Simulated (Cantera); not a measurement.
A freely propagating, adiabatic, planar premixed flame of H2 : O2 : N2 = 1 : 0.294 : 1.12 (molar parts), equivalence ratio 1.7, unburnt at 325 K and 240 Torr; multicomponent transport, grid criteria slope 0.08 and curve 0.16, no radiation.

Cantera simulation using the H2/O2 subset of GRI-Mech 3.0, which has no nitrogen chemistry; the numbers are that mechanism's predictions, not measurements. Burning velocities carry a grid error of a few per cent, more on coarse grids.

Q: Predict: laminar burning velocity; thermal thickness; peak x(OH); peak x(HO2); peak x(H2O2).

A: 
- laminar burning velocity: 303 cm/s
- thermal thickness: 1.56 mm
- peak x(OH): 0.00572
- peak x(HO2): 0.000232
- peak x(H2O2): 6.70e-5
